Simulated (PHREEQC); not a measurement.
Solution (25 °C): 0.0085 mol/kgw NaHCO3 and 0.00032 mol/kgw Na2HPO4. Closed to the air; pH follows from the charge balance.

All values are PHREEQC results (ion-association model, wateq4f.dat), not measurements.

Q: The ionic strength comes out as 0.00949 mol/kgw. What activity coefficients do CO3-2, HPO4-2, NaHPO4-, H2PO4-, HCO3- get?

A: CO3-2 0.68, HPO4-2 0.67, NaHPO4- 0.91, H2PO4- 0.91, HCO3- 0.91.

No solid was allowed to form. H3PO4, which wateq4f.dat lacks, is added to it with the constant of phreeqc.dat.
